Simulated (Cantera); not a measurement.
What does this Cantera script print?

```python
import numpy as np
import cantera as ct

gas_names = """
    C CO CO2 C2 C2O C3 C3O2 C4 C5 O O2 O3
""".split()
cond_names = """
    C(gr)
""".split()


def load(file, names, dense=False):
    # The tables refer to 1 bar. Condensed volumes are neglected.
    table = {s.name: s for s in ct.Species.list_from_file(file)}
    out = []
    for n in names:
        d = dict(table[n].input_data)
        d["thermo"] = dict(d["thermo"], **{"reference-pressure": 1e5})
        if dense:
            d["equation-of-state"] = {"model": "constant-volume", "density": "1e6 g/cm^3"}
        out.append(ct.Species.from_dict(d))
    return out


gas = ct.Solution(thermo="ideal-gas", species=load("nasa_gas.yaml", gas_names))
cond = {s.name: ct.Solution(thermo="fixed-stoichiometry", species=[s], name=s.name)
        for s in load("nasa_condensed.yaml", cond_names, dense=True)}
atoms = {
    'CO': {'C': 1, 'O': 1},
    'CO2': {'C': 1, 'O': 2},
}
top_T = {'C(gr)': 4500}  # K; cautious upper limits of use, not melting points


def equilibrate(T, P, feed):
    n = {}
    for name, mol in feed.items():
        for a, k in atoms[name].items():
            n[a] = n.get(a, 0.0) + k * mol
    gas.TPX = T, P, n
    mass = sum(n.values()) * gas.mean_molecular_weight
    gas.equilibrate("TP")
    valid = [c for c in cond.values() if c.min_temp <= T <= top_T.get(c.name, c.max_temp)]
    mix = ct.Mixture([(gas, mass / gas.mean_molecular_weight)] + [(c, 0.0) for c in valid])
    mix.T, mix.P = T, P
    mix.equilibrate("TP", solver="vcs", rtol=1e-11, max_steps=5000)
    return mix


results = []
feed = {'CO': 1, 'CO2': 1.8}  # mol
T = 2223.15  # K
P = 2200  # Pa
mix = equilibrate(T, P, feed)
results.append((T, P, feed, dict(zip(mix.species_names, mix.species_moles))))
print(gas.report(threshold=0.001))
for i in range(1, mix.n_phases):
    print(f"{mix.phase(i).name:16s} {mix.phase_moles(i):12.5e} mol")
```

Result:

```
       temperature   2223.2 K
          pressure   2200 Pa
           density   0.0045207 kg/m^3
  mean mol. weight   37.983 kg/kmol
   phase of matter   gas

                          1 kg             1 kmol
                     ---------------   ---------------
          enthalpy       -5.1531e+06       -1.9573e+08  J
   internal energy       -5.6398e+06       -2.1422e+08  J
           entropy              8772        3.3319e+05  J/K
    Gibbs function       -2.4655e+07       -9.3646e+08  J
 heat capacity c_p            1365.1             51850  J/K
 heat capacity c_v            1146.2             43536  J/K

                      mass frac. Y      mole frac. X     chem. pot. / RT
                     ---------------   ---------------   ---------------
                CO           0.27199           0.36883           -38.862
               CO2           0.72186           0.62302           -57.865
                 O        0.00071358         0.0016941           -19.003
                O2         0.0054359         0.0064526           -38.006
     [   +8 minor]        1.3898e-11        1.1002e-11

C(gr)             0.00000e+00 mol
```

These are equilibrium values from Cantera (NASA tables, ideal gas, pure condensed phases), not measurements of a reactor.
